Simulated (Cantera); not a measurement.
A closed system holds: 1 mol SiCl₄, 5.6 mol NH₃, 7.6 mol N₂, held at 725 °C and 57.0 Pa.

Cantera equilibrium calculation (NASA polynomials, part measured and part estimated; ideal gas, pure solids and liquids). Candidate condensed phases: NH₄Cl, Si, Si₃N₄; 28 gas species. The numbers say what is thermodynamically allowed, not how fast it happens.

Base state: N₂ 0.484, H₂ 0.319, HCl 0.196, SiCl₄ 0.000594 (mole fractions); condensed: Si₃N₄(s).

Question: What changes in the equilibrium state with this change: temperature from 725 °C to 1400 °C?

Answer: 
```json
[
 {"species": "N₂", "before": "0.484", "after": "0.499"},
 {"species": "H₂", "before": "0.319", "after": "0.353"},
 {"species": "HCl", "before": "0.196", "after": "0.0962"},
 {"species": "SiCl₂", "before": "2.92e-6", "after": "0.0471"},
 {"species": "Si", "before": "<1e-9", "after": "0.000366"},
 {"species": "SiCl", "before": "<1e-9", "after": "0.000275"},
 {"species": "H", "before": "5.09e-8", "after": "0.00284"},
 {"species": "Cl", "before": "2.92e-8", "after": "0.000603"},
 {"species": "SiCl₄", "before": "0.000594", "after": "1.25e-6"},
 {"species": "Si₃N₄(s), mol", "before": "0.329", "after": "0"}
]
```
The tables' values for SiCl, SiCl₃ are old estimates; treat these amounts as uncertain.
